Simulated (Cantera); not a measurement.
Input: 1 mol SO2, 2 mol O2, at 2050 K and 27.8 Torr.

Equilibrium computed with Cantera from the NASA thermochemical tables; the gas is ideal and each condensed phase is pure. Candidate condensed phases: S; 10 gas species. Kinetics and transport are ignored.

Base state: O2 0.663, SO2 0.332, O 0.00412, SO 0.000490, SO3 0.000255 (mole fractions); condensed: gas only.

What changes in the equilibrium state with this change: O2 from 2 to 0.25 mol?


| species | before | after |
|---|---|---|
| SO2 | 0.332 | 0.796 |
| O2 | 0.663 | 0.199 |
| O | 0.00412 | 0.00226 |
| SO | 0.000490 | 0.00214 |
| SO3 | 0.000255 | 0.000335 |

What changes in the equilibrium state with this change: temperature from 2050 K to 2750 K?


```tsv
species	before	after
O2	0.663	0.533
SO2	0.332	0.259
O	0.00412	0.169
SO	0.000490	0.0383
S	2.34e-7	0.00129
SO3	0.000255	4.50e-5
```
